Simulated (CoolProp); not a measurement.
Neopentane along the isobar 2830 kPa: fugacity coefficient from the reference equation and from simpler models built on Tc = 433.7 K, pc = 3196 kPa, ω = 0.196; each cubic takes its own stable root.

Computed with CoolProp (reference Helmholtz-energy equation of state, Lemmon 2006). It is a short technical equation, of lower accuracy than the large ones.

```tsv
T (K)	phase	reference	van der Waals	Redlich-Kwong	Soave-Redlich-Kwong	Peng-Robinson
343.6	liquid	0.2024	0.3792	0.2461	[?]	0.1996
373.1	liquid	0.3468	0.5041	0.3923	0.3536	0.3417
402.6	liquid	0.5280	0.6340	0.5607	0.5365	0.5185
432.1	gas	0.7012	0.7322	0.7036	0.7031	0.6811
461.5	gas	0.7638	0.7758	0.7593	[?]	0.7432
491	gas	[?]	0.8094	0.8009	0.8119	0.7897
520.5	gas	0.8433	0.8364	0.8335	[?]	0.8263
550	gas	0.8706	[?]	0.8597	[?]	0.8559
```

Task: Some entries are withheld; supply them.

Result: 
- 343.6, Soave-Redlich-Kwong: 0.2060
- 461.5, Soave-Redlich-Kwong: 0.7656
- 491, reference: 0.8088
- 520.5, Soave-Redlich-Kwong: 0.8481
- 550, van der Waals: 0.8586
- 550, Soave-Redlich-Kwong: 0.8770
